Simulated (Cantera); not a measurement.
Charge: 1 mol Ca(OH)2, 0.15 mol O2, equilibrated at 0.000700 bar.

Equilibrium computed with Cantera from the NASA thermochemical tables; the gas is ideal and each condensed phase is pure. Candidate condensed phases: Ca, CaO, Ca(OH)2, H2O; 14 gas species. Equilibrium is a limit: real reactors are often held back by kinetics, nucleation or transport. All values below are at 1802 °C.

Base state: H2O 0.752, O2 0.129, OH 0.0435, H2 0.0394, H 0.0200, O 0.0158, Ca(OH)2 0.000135, CaOH 7.48e-5 (mole fractions); condensed: CaO(s).

Problem. What changes in the equilibrium state with this change: O2 from 0.15 to 0.55 mol?

Solution. 
```csv
species,before,after
H2O,0.752,0.567
O2,0.129,0.327
OH,0.0435,0.0477
H2,0.0394,0.0187
O,0.0158,0.0252
H,0.0200,0.0138
Ca(OH)2,0.000135,0.000101
Ca,2.67e-5,1.68e-5
CaOH,7.48e-5,5.15e-5
"CaO(s), mol",1.000,1.000
```
